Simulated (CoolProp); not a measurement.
A simple Rankine cycle with water: condensing at 321.15 K, boiler at 0.142 MPa, turbine inlet 422.8 K, turbine efficiency 0.85, pump efficiency 0.6, no recuperator. Each further row changes one setting.

Computed with CoolProp (reference Helmholtz-energy equation of state, Wagner 2002).

```
case                             thermal efficiency (%)  net work (kJ/kg)  heat in (kJ/kg)  turbine exit temperature (K)  volume ratio over the turbine
-------------------------------  ----------------------  ----------------  ---------------  ----------------------------  -----------------------------
as stated                                           ___               338             2570                         321.1                           9.11
turbine inlet 442.8 K                              13.3               347             2610                         321.1                            ___
condensing temperature 313.15 K                    14.8               ___             2610                         313.1                           13.3
boiler pressure 0.0994 MPa                         11.4               295             2570                         321.1                           6.48
turbine efficiency 0.75                            11.6               299             2570                         321.1                           9.27
```

Problem. Some entries are withheld; supply them.

Solution. 
- as stated, thermal efficiency (%): 13.2
- turbine inlet 442.8 K, volume ratio over the turbine: 8.80
- condensing temperature 313.15 K, net work (kJ/kg): 385

The expansion ends wet for: as stated; turbine inlet 442.8 K; condensing temperature 313.15 K; boiler pressure 0.0994 MPa; turbine efficiency 0.75.
